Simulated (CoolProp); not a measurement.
Vapour-liquid equilibrium of n-hexane (1) + n-decane (2) at 152.45 °C; x and y are mole fractions of (1).

Values from CoolProp's multi-fluid Helmholtz-energy mixture model, Thol 2019 and Lemmon 2006; pair parameters Kunz 2012.

| x | bubble pressure (kPa) | y at the bubble point | dew pressure at overall composition x (kPa) | liquid density (mol/L) |
|---|---|---|---|---|
| 0.05 | 85.60 | 0.361 | 59.24 | 4.447 |
| 0.2 | 177.5 | 0.725 | 69.62 | 4.654 |
| 0.35 | 276.5 | 0.848 | 84.33 | 4.879 |
| 0.5 | ? | 0.910 | 106.8 | 5.122 |
| 0.65 | 496.0 | 0.948 | 145.4 | 5.380 |
| 0.8 | 616.3 | 0.974 | 226.9 | ? |
| 0.95 | 744.8 | 0.994 | 502.5 | ? |

### Question
Complete the blanks.

### Answer

- 0.5, bubble pressure (kPa): 382.7
- 0.8, liquid density (mol/L): 5.649
- 0.95, liquid density (mol/L): 5.917

No azeotrope shows between x = 0.05 and 0.95.

The pair parameters rest on a limited set of measurements; away from them the model extrapolates.
